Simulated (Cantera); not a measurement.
## Ignition delay

Mixture: 16.6 % CH4, 17.5 % O2, 65.9 % N2, equivalence ratio 1.9, at 1.01 bar, adiabatic and at constant pressure. Ignition delay is the time to a rise of 400 K.

Model: GRI-Mech 3.0 (53 species, 325 reactions), integrated in Cantera.

```json
[
 {"T0 (K)": "1075", "delay (ms)": "440"},
 {"T0 (K)": "1175", "delay (ms)": "93.4"},
 {"T0 (K)": "1275", "delay (ms)": "23.1"},
 {"T0 (K)": "1375", "delay (ms)": "6.46"},
 {"T0 (K)": "1475", "delay (ms)": "2.02"},
 {"T0 (K)": "1575", "delay (ms)": "0.724"},
 {"T0 (K)": "1675", "delay (ms)": "0.300"}
]
```

* **apparent activation energy between 1475 and 1675 K**: 200 kJ/mol
